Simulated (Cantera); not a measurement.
A closed system holds: 1 mol Ta2O5, 7.8 mol C, 0.59 mol CO, 0.43 mol CH4, at 1.33 mbar.

Equilibrium computed with Cantera from the NASA thermochemical tables; the gas is ideal and each condensed phase is pure. Candidate condensed phases: C, C6H6, C7H8, C8H18, H2O, Ta, TaC, Ta2O5; 113 gas species. Mutual solubility and eutectic melting of coexisting phases are not modelled. TaC: taken at fixed stoichiometry. Condensed phases not in the tables: Ta2C. Rates play no part.

x: gas mole fraction; n: condensed amount in mol.

| T (°C) | x CO | x H2 | x H | x CO2 | x H2O | n C(graphite) | n Ta2O5(s) | n TaC(s) |
|---|---|---|---|---|---|---|---|---|
| 550 | 0.389 | 0.597 | 1.55e-10 | 0.00967 | 0.00410 | 8.25 | 1.00 | 0 |
| 750 | 0.613 | 0.387 | 7.05e-8 | 0.000179 | 8.65e-5 | 7.15 | 0.846 | 0.309 |
| 950 | 0.867 | 0.133 | 3.01e-6 | 1.38e-5 | 3.10e-6 | 1.23 | 0 | 2.00 |
| 1150 | 0.867 | 0.133 | 6.64e-5 | 1.36e-6 | 4.75e-7 | 1.23 | 0 | 2.00 |
| 1350 | 0.866 | 0.133 | 0.000690 | 2.44e-7 | 1.16e-7 | 1.23 | 0 | 2.00 |
| 1550 | 0.865 | 0.131 | ? | ? | ? | 1.23 | 0 | 2.00 |
| 1750 | 0.859 | 0.123 | 0.0182 | 2.26e-8 | 1.51e-8 | 1.23 | 0 | 2.00 |
| 1950 | 0.842 | ? | ? | ? | ? | 1.23 | 0 | 2.00 |
| 2150 | 0.813 | 0.0635 | 0.122 | 4.37e-9 | 2.04e-9 | 1.22 | 0 | 2.00 |
| 2350 | 0.783 | 0.0263 | 0.187 | 2.28e-9 | 4.99e-10 | 1.16 | 0 | 2.00 |

Problem. Some entries are withheld; supply them.

Solution. 
- 1950, x H2: 0.101
- 1950, x H: 0.0559
- 1950, x CO2: 9.35e-9
- 1950, x H2O: 6.03e-9
- 1550, x H: 0.00429
- 1550, x CO2: 6.50e-8
- 1550, x H2O: 3.84e-8
